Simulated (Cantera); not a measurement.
# Catalytic stagnation flow on Pt

A jet of 1.88 % H2, 10.7 % O2, 87.4 % N2 at 300 K and 18.8 Torr hits a platinum plate 2.1 cm away at a mass flux of 0.1 kg/m²/s; the plate temperature is set and raised in steps from an oxygen-covered start.

Detailed kinetics in Cantera: Deutschmann's 1995 Pt surface mechanism with GRI-Mech 3.0 gas chemistry. Catalytic surfaces can have several steady states; this one follows from the mechanism file's or the stated starting coverage.

```
plate T (K)  wall x H2  wall x O2  wall x H2O  wall x OH  θ free Pt   θ O*     θ OH*
-----------  ---------  ---------  ----------  ---------  ---------  -----  --------
700            0.00550     0.0931      0.0255      <1e-8      0.112  0.886   0.00162
750            0.00508     0.0927      0.0262      <1e-8      0.131  0.868   0.00127
800            0.00431     0.0919      0.0275      <1e-8      0.168  0.830   0.00109
850            0.00354     0.0912      0.0289    1.74e-8      0.223  0.776  0.000956
900            0.00294     0.0906      0.0299    5.56e-8      0.289  0.710  0.000842
950            0.00251     0.0901      0.0305    1.57e-7      0.358  0.641  0.000734
1000           0.00220     0.0899      0.0310    3.95e-7      0.430  0.570  0.000635
```
x: mole fraction at the wall; θ: surface coverage.
